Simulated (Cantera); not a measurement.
What does this Cantera script print?

```python
import numpy as np
import cantera as ct

gas = ct.Solution("gri30.yaml")
gas.TPX = 425, 99000, {'CH4': 1, 'C2H6': 0.046, 'C3H8': 0.078, 'O2': 1.82, 'N2': 6.85}
flame = ct.FreeFlame(gas, width=0.04)
flame.set_refine_criteria(ratio=3, slope=0.08, curve=0.16)
flame.transport_model = "mixture-averaged"
flame.solve(loglevel=0, auto=True)
z, T = flame.grid, flame.T
thick = (T[-1] - T[0]) / np.gradient(T, z).max()
show = ['CH4', 'C2H6', 'C3H8', 'H', 'H2', 'NO']
print(f"laminar burning velocity  {flame.velocity[0] * 100:.3f} cm/s")
print(f"burnt temperature         {T[-1]:.1f} K")
print(f"thermal thickness         {thick * 1e3:.4f} mm")
print(f"grid points               {len(z)}")
z0 = z[flame.heat_release_rate.argmax()]
print(f"{'z/mm':>9s}{'T/K':>9s}{'u/(m/s)':>9s}" + "".join(f"{s:>11s}" for s in show))
rows = []
for k in (-3, -2, -1.5, -1, -0.5, -0.25, 0, 0.25, 0.5, 1, 2, 4, 8):
    zz = z0 + k * thick
    rows.append([k * thick, np.interp(zz, z, T), np.interp(zz, z, flame.velocity),
                 *(np.interp(zz, z, flame.X[gas.species_index(s)]) for s in show)])
    print(f"{rows[-1][0] * 1e3:9.3f}{rows[-1][1]:9.1f}{rows[-1][2]:9.3f}" + "".join(f"{x:11.3e}" for x in rows[-1][3:]))
```

Result:

```
laminar burning velocity  36.176 cm/s
burnt temperature         2073.2 K
thermal thickness         0.6148 mm
grid points               158
     z/mm      T/K  u/(m/s)        CH4       C2H6       C3H8          H         H2         NO
   -1.844    425.3    0.363  1.018e-01  4.684e-03  7.944e-03  7.325e-16  2.846e-03  3.171e-10
   -1.230    429.0    0.368  1.010e-01  4.661e-03  7.907e-03  2.916e-13  8.090e-03  5.439e-09
   -0.922    446.7    0.386  9.927e-02  4.626e-03  7.852e-03  2.643e-11  1.464e-02  3.581e-08
   -0.615    564.9    0.495  9.158e-02  4.497e-03  7.588e-03  3.311e-08  2.674e-02  4.284e-07
   -0.307   1045.7    0.943  6.223e-02  3.833e-03  4.754e-03  2.314e-05  4.335e-02  5.069e-06
   -0.154   1441.5    1.324  3.584e-02  2.332e-03  1.202e-03  2.870e-04  5.145e-02  1.072e-05
    0.000   1792.0    1.667  1.110e-02  2.812e-04  1.277e-05  1.789e-03  5.624e-02  1.941e-05
    0.154   1959.1    1.827  1.929e-03  8.021e-06  5.633e-09  3.750e-03  5.669e-02  3.302e-05
    0.307   2009.9    1.872  3.499e-04  3.052e-07  2.898e-11  4.547e-03  5.709e-02  4.792e-05
    0.615   2032.7    1.889  2.455e-05  1.602e-09  1.113e-14  4.467e-03  5.864e-02  6.918e-05
    1.230   2043.4    1.896  9.690e-07  2.296e-12  7.403e-19  3.794e-03  5.977e-02  8.858e-05
    2.459   2053.4    1.904  2.125e-08  1.261e-15  5.470e-23  2.905e-03  6.014e-02  1.009e-04
    4.919   2063.0    1.912  3.436e-10  4.139e-18  7.327e-27  1.982e-03  6.037e-02  1.055e-04
```

Model: GRI-Mech 3.0 (53 species, 325 reactions), integrated in Cantera. Burning velocities carry a grid error of a few per cent, more on coarse grids.
